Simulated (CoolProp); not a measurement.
Vapour-liquid equilibrium of propylene (1) + acetone (2) at 0.417 MPa; x and y are mole fractions of (1).

Computed with CoolProp (multi-fluid Helmholtz-energy mixture model, Lemmon 2013 and Lemmon 2006; pair parameters Bell 2016).

| x | bubble temperature, mixture model (K) | bubble temperature, Raoult's law (K) | y, mixture model | y, Raoult's law |
|---|---|---|---|---|
| 0.05 | 346.9 | 355.9 | 0.568 | 0.469 |
| 0.2 | 293.4 | 317.5 | 0.943 | 0.872 |
| 0.35 | 277.4 | 297.5 | 0.976 | 0.953 |
| 0.5 | 272.0 | 284.9 | 0.983 | 0.980 |
| 0.65 | 269.6 | 276.0 | 0.986 | 0.991 |
| 0.8 | 267.3 | 269.3 | 0.990 | 0.996 |
| 0.95 | 263.8 | 263.9 | 0.996 | 0.999 |

The largest gap from Raoult's law is -24.1 K in bubble temperature, at x = 0.2. No azeotrope shows between x = 0.05 and 0.95.

The pair parameters rest on a limited set of measurements; away from them the model extrapolates. With so large a gap from Raoult's law the liquid may split in two, which this calculation doesn't test in full.
